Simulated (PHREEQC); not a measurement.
Solution (25 °C): 0.0195 mol/kgw MnCl2. Closed to the air; pH follows from the charge balance.

All values are PHREEQC results (ion-association model, phreeqc.dat), not measurements.

| Property | Value |
|---|---|
| pH | 6.31 |
| ionic strength | 0.0559 mol/kgw |
| specific conductance | 3890 µS/cm |
| density | 0.999 g/cm³ |

| species | molality | activity | log γ |
|---|---|---|---|
| Cl- | 0.0377 | 0.0304 | -0.093 |
| Mn+2 | 0.0182 | 0.00853 | -0.329 |
| MnCl+ | 0.00129 | 0.00106 | -0.087 |
| MnCl2 | 1.38e-5 | 1.40e-5 | 0.006 |
| H+ | 5.74e-7 | 4.88e-7 | -0.071 |
| MnOH+ | 5.49e-7 | 4.49e-7 | -0.087 |
| MnCl3- | 1.44e-7 | 1.17e-7 | -0.087 |
| OH- | 2.58e-8 | 2.07e-8 | -0.095 |

Precipitation was switched off in this run. Complexes and solids missing from the database can't appear.
